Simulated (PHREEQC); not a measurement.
Copper plating or etch bath (model solution)

A solution holds 22 mmol/kgw Cu(NO3)2, 2.1 mmol/kgw HNO3 and 0.12 mmol/kgw FeCl3, at 25 °C. It is in equilibrium with CO2 at log p = -3.4 (atm). Otherwise closed; pH follows from the charge balance.

Equilibrium calculation in PHREEQC: ion-association model, phreeqc.dat.

This is a speciation only: nothing precipitates in the calculation.

Estimate the pH, specific conductance, density.

pH 2.74; specific conductance 5250 µS/cm; density 1.001 g/cm³.

In which forms is Fe present?

FeOH+2 59 %, Fe+3 34 %, Fe(OH)2+ 5.5 %, Fe2(OH)2+4 1.4 % of the Fe.

The solution is supersaturated, for example in Hematite (slow to form), Goethite (slow to form), so a real one may precipitate; this is no full list.
